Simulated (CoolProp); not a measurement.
Computed with CoolProp (reference Helmholtz-energy equation of state, Zhou 2012).

**Question.** Give the vapour pressure (kPa), liquid density (kg/m³), enthalpy of vaporisation (kJ/kg), liquid cp (kJ/(kg K)) of saturated ethylbenzene at 501.5, 570.2 K.

**Answer.** 
| T (K) | p (kPa) | liquid density (kg/m³) | enthalpy of vaporisation (kJ/kg) | liquid cp (kJ/(kg K)) |
|---|---|---|---|---|
| 501.5 | 721 | 657 | 268 | 2.52 |
| 570.2 | 2000 | 549 | 189 | 3.02 |
